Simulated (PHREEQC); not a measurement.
Dissolve 3 mmol/kgw ZnSO4, 1.8 mmol/kgw H3BO3 and 84 mmol/kgw H2SO4 at 61 °C. Closed to the air; pH follows from the charge balance.

Equilibrium calculation in PHREEQC: ion-association model, wateq4f.dat.

Each row changes one thing in this solution. Precipitation was switched off in this run.

```
case                                             pH  ionic strength (mol/kgw)  HSO4- (mol/kgw)  SO4-2 (mol/kgw)
---------------------------------------------  ----  ------------------------  ---------------  ---------------
as made                                        1.13                     0.108           0.0764          0.00973
ZnSO4 replaced by CuSO4 at the same molality   1.13                     0.108           0.0765          0.00977
temperature from 61 to 60 °C                   1.13                     0.108           0.0762          0.00993
temperature from 61 to 15 °C                   1.07                     0.130           0.0644       (withheld)
0.018 mol/kgw HNO3 added                       1.06                     0.124           0.0775       (withheld)
ZnSO4 left out                                 1.12                     0.102           0.0748          0.00921
H2SO4 replaced by Na2SO4 at the same molality  5.97                     0.223       (withheld)       (withheld)
H3BO3 from 0.0018 to 0.00018 mol/kgw           1.13                     0.108           0.0764          0.00973
```

**Question.** Fill in the missing entries.

**Answer.** 
- temperature from 61 to 15 °C, SO4-2 (mol/kgw): 0.0212
- 0.018 mol/kgw HNO3 added, SO4-2 (mol/kgw): 0.00872
- H2SO4 replaced by Na2SO4 at the same molality, HSO4- (mol/kgw): 6.22e-6
- H2SO4 replaced by Na2SO4 at the same molality, SO4-2 (mol/kgw): 0.0680

Species that the database lacks are ignored. Constants without temperature data keep their 25 °C values here.
